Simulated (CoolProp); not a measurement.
The fluid at 298.15 K and 0.316 MPa flows at 6.3 m/s in a round tube of 2 mm bore and 1.5 µm roughness, fully developed (64/Re and Nu = 3.66 if laminar; Colebrook and Gnielinski if turbulent). The same conditions are run with several fluids, on thermodynamics alone (safety and materials aside).

The numbers come from the reference Helmholtz-energy equation of state of each fluid (R11: Jacobsen 1992; n-nonane: Lemmon 2006; R141b: Lemmon 2006; m-xylene: Zhou 2012; o-xylene: Zhou 2012) in CoolProp.

| fluid | Reynolds number | Darcy friction factor | pressure drop (Pa/m) | heat-transfer coefficient (W/(m² K)) | mass flow (kg/h) |
|---|---|---|---|---|---|
| R11 | 42900 | 0.0239 | 350000 | 11000 | 105 |
| n-nonane | 13700 | 0.0298 | 211000 | 8250 | 50.9 |
| R141b | 38100 | 0.0244 | 298000 | (withheld) | 87.9 |
| m-xylene | 18600 | 0.0279 | 238000 | 9650 | 61.3 |
| o-xylene | 14600 | (withheld) | (withheld) | 8630 | (withheld) |

Problem. Some entries are withheld; supply them.

Solution. 
- R141b, heat-transfer coefficient (W/(m² K)): 11100
- o-xylene, Darcy friction factor: 0.0294
- o-xylene, pressure drop (Pa/m): 255000
- o-xylene, mass flow (kg/h): 62.4

Transport values come from each fluid's own correlations; those of R11, R141b are estimates that may be off by 10 % or more.
